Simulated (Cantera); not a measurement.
Input: 1 mol SiC, 1 mol CO₂, 2.5 mol H₂, equilibrated at 1502 °C and 0.660 Pa.

Method: chemical equilibrium by Gibbs-energy minimisation in Cantera with the NASA 1993 tables (ideal gas, pure condensed phases). Candidate condensed phases: C, C₆H₆, C₇H₈, C₈H₁₈, H₂O, Si, SiC, SiO₂; 123 gas species. Equilibrium is a limit: real reactors are often held back by kinetics, nucleation or transport.

Base state: H₂ 0.469, CO 0.329, H 0.0771, SiO 0.0771, Si 0.0481, Si₂C 0.000446, SiH 0.000104, Si₂ 3.89e-5 (mole fractions); condensed: SiC(s).

**Question.** What changes in the equilibrium state with this change: SiC replaced by Si₃N₄?

**Answer.** 
| species | before | after |
|---|---|---|
| H₂ | 0.469 | 0.284 |
| N₂ | 0 | 0.251 |
| SiO | 0.0771 | 0.175 |
| CO | 0.329 | 0.0765 |
| Si | 0.0481 | 0.150 |
| H | 0.0771 | 0.0601 |
| SiN | 0 | 9.24e-5 |
| Si₂N | 0 | 6.90e-5 |
| SiC(s), mol | 0.378 | 0.381 |
The tables' values for SiN are old estimates; treat these amounts as uncertain. Further candidate phases: Si₂N₂O, Si₃N₄.
